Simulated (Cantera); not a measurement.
Input: 1 mol Si3N4, 4.4 mol HCl, 0.67 mol N2, held at 1948.15 K and 3.10 Pa.

Method: chemical equilibrium by Gibbs-energy minimisation in Cantera with the NASA 1993 tables (ideal gas, pure condensed phases). Candidate condensed phases: NH4Cl, Si, Si3N4; 28 gas species. The tables' values for SiCl, SiN, SiCl3 are old estimates; treat these amounts as uncertain. Rates play no part.

Base state: N2 0.280, Si 0.182, HCl 0.150, H2 0.120, SiCl2 0.115, H 0.0705, Cl 0.0656, SiCl 0.0167 (mole fractions); condensed: gas only.

Problem. What changes in the equilibrium state with this change: temperature from 1948.15 K to 2025 K?

Solution. 
| species | before | after |
|---|---|---|
| N2 | 0.280 | 0.254 |
| Si | 0.182 | 0.205 |
| HCl | 0.150 | 0.146 |
| Cl | 0.0656 | 0.129 |
| SiCl2 | 0.115 | 0.0639 |
| H2 | 0.120 | 0.0853 |
| H | 0.0705 | 0.101 |
| SiCl | 0.0167 | 0.0151 |
| Si3 | 2.14e-5 | 5.71e-6 |
| Si2N | 5.28e-5 | 1.98e-5 |
| SiCl3 | 7.62e-5 | 3.76e-5 |
| Si2 | 0.000401 | 0.000247 |
| SiH | 0.000270 | 0.000214 |

Problem. What changes in the equilibrium state with this change: pressure from 3.10 Pa to 10000 Pa?

Solution. 
```
species       before     after
----------  --------  --------
N2             0.280     0.378
H2             0.120     0.238
SiCl2          0.115     0.228
Si             0.182  0.000233
Cl            0.0656  0.000803
H             0.0705   0.00174
SiCl          0.0167  0.000846
HCl            0.150     0.146
SiH2Cl2        <1e-9   1.22e-5
SiHCl3       1.79e-8  0.000112
SiCl4        6.32e-8  0.000196
Si2         0.000401   2.12e-6
Si(l), mol         0      1.34
```
The tables' values for SiCl3, SiCl, SiN are old estimates; treat these amounts as uncertain. Gases not in the tables: Si2H6 and higher silanes.
